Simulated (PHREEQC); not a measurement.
Synthetic water in mg/L, 15 °C, pH 3.56, pe 12.4:

```csv
constituent,mg/L
Na,134
K,4.86
Ca,803
Mg,297
Cl,242
S(6) as SO4,3120
O(0) (dissolved oxygen),3.38
```

Na is adjusted to close the charge balance.
Valence states are taken as typed.

Model: ion-association model, phreeqc.dat, run in PHREEQC.

```json
{
 "ionic_strength": "0.0899 mol/kgw",
 "specific_conductance": "3800 µS/cm",
 "density": "1.004 g/cm³",
 "total_alkalinity": "-0.567 meq/kg"
}
```

```json
[
 {"species": "SO4-2", "molality": "0.0206", "activity": "0.00805", "log γ": "-0.407"},
 {"species": "Ca+2", "molality": "0.0131", "activity": "0.00537", "log γ": "-0.389"},
 {"species": "Mg+2", "molality": "0.00767", "activity": "0.00325", "log γ": "-0.373"},
 {"species": "CaSO4", "molality": "0.00697", "activity": "0.00711", "log γ": "0.009"},
 {"species": "Cl-", "molality": "0.00686", "activity": "0.00533", "log γ": "-0.109"},
 {"species": "Na+", "molality": "0.00638", "activity": "0.00507", "log γ": "-0.100"},
 {"species": "MgSO4", "molality": "0.00460", "activity": "0.00470", "log γ": "0.009"},
 {"species": "H+", "molality": "0.000331", "activity": "0.000275", "log γ": "-0.080"}
]
```

No solid was allowed to form. The solution is supersaturated, for example in Gypsum, so a real one may precipitate; this is no full list. Species that the database lacks are ignored.
